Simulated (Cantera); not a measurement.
Feed: 1 mol FeS₂, a varied amount of H₂, equilibrated at 1852 °C and 36.8 Torr.

These are equilibrium values from Cantera (NASA tables, ideal gas, pure condensed phases), not measurements of a reactor. Candidate condensed phases: Fe, FeS, FeS₂, S; 8 gas species. Equilibrium is a limit: real reactors are often held back by kinetics, nucleation or transport.

Q: Which condensed phases are stable at each of these points (n(H₂) (mol)): 29, 38, 50, 66, 86, 110, 150, 190, 250, 330, 430, 570?

A: 
```tsv
n(H₂) (mol)	condensed phases	Fe condensed (%)
29	Fe(l)	14.0
38	gas only	0.0
50	gas only	0.0
66	gas only	0.0
86	gas only	0.0
110	gas only	0.0
150	gas only	0.0
190	gas only	0.0
250	gas only	0.0
330	gas only	0.0
430	gas only	0.0
570	gas only	0.0
```

At 29 mol H₂ the condensed part is Fe(l). From 38 mol H₂ to 570 mol H₂ nothing is condensed.
